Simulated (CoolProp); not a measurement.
Vapour-liquid equilibrium of ethanol (1) + benzene (2) at 733 kPa; x and y are mole fractions of (1).

Computed with CoolProp (multi-fluid Helmholtz-energy mixture model, Schroeder 2014 and Thol 2012; pair parameters Bell 2016).

Task: Give the bubble temperature and the first vapour's composition at x = 0.15, 0.65, 0.95. Is there an azeotrope?

Result: x = 0.15: 143.1 °C, y = 0.366; x = 0.65: 134.9 °C, y = 0.645; x = 0.95: 137.9 °C, y = 0.929. y crosses x between x = 0.55 and 0.65: the model has an azeotrope there.

The pair parameters rest on a limited set of measurements; away from them the model extrapolates.
